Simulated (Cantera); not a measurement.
What does this Cantera script print?

```python
import numpy as np
import cantera as ct

gas_names = """
    O O2 O3 S SO SO2 SO3 S2 S2O S8
""".split()
cond_names = """
    S(cr1) S(cr2) S(L)
""".split()


# ... load() reads the species with a 1 bar reference pressure and builds the phases ...
atoms = {
    'S': {'S': 1},
    'O2': {'O': 2},
    'SO2': {'S': 1, 'O': 2},
}
top_T = {}  # K; cautious upper limits of use, not melting points


# ... equilibrate(T, P, feed) seeds the gas with the atoms and calls Mixture.equilibrate('TP', solver="vcs", rtol=1e-11, max_steps=5000) ...
results = []
feed = {'S': 1, 'O2': 2.7, 'SO2': 0.0086}  # mol
T = 3323.15  # K
for P in [10, 65, 420, 2700, 17000, 110000, 720000, 4700000, 30000000]:
    mix = equilibrate(T, P, feed)
    results.append((T, P, feed, dict(zip(mix.species_names, mix.species_moles))))

top = {s: max(r[3][s] / sum(r[3][g] for g in gas_names) for r in results) for s in gas_names}
cols = sorted((s for s in top if top[s] > 0.0001), key=lambda s: -top[s])[:8]
seen = [c for c in cond_names if any(r[3].get(c, 0) > 1e-12 for r in results)]
print("log10 of partial pressures in bar; condensed amounts in mol")
print(f"{'P/Pa':>10s}" + "".join(f"{s[:9]:>10s}" for s in cols + seen))
for T, P, feed, n in results:
    ng = sum(n[g] for g in gas_names)
    print(f"{P:10.4g}" + "".join(f"{np.log10(max(n[s] / ng * P / 1e5, 1e-99)):10.3f}" for s in cols)
          + "".join(f"{n.get(c, 0):10.4g}" for c in seen))
```

Result:

```
log10 of partial pressures in bar; condensed amounts in mol
      P/Pa         O        O2       SO2         S        SO       SO3        S2
        10    -4.075    -7.127    -9.828    -4.806    -6.958   -16.593    -9.161
        65    -3.265    -5.507    -7.407    -4.006    -5.347   -13.362    -7.560
       420    -2.472    -3.921    -5.081    -3.266    -3.814   -10.243    -6.081
      2700    -1.743    -2.463    -3.091    -2.734    -2.553    -7.524    -5.016
   1.7e+04    -1.147    -1.271    -1.652    -2.486    -1.709    -5.489    -4.520
   1.1e+05    -0.651    -0.280    -0.565    -2.391    -1.119    -3.907    -4.330
   7.2e+05    -0.207     0.608     0.359    -2.355    -0.639    -2.538    -4.258
   4.7e+06     0.214     1.451     1.215    -2.342    -0.204    -1.261    -4.232
     3e+07     0.622     2.267     2.034    -2.338     0.208    -0.033    -4.225
```

Cantera equilibrium calculation (NASA polynomials, part measured and part estimated; ideal gas, pure solids and liquids). The ideal-gas law is rough above about 30 bar.
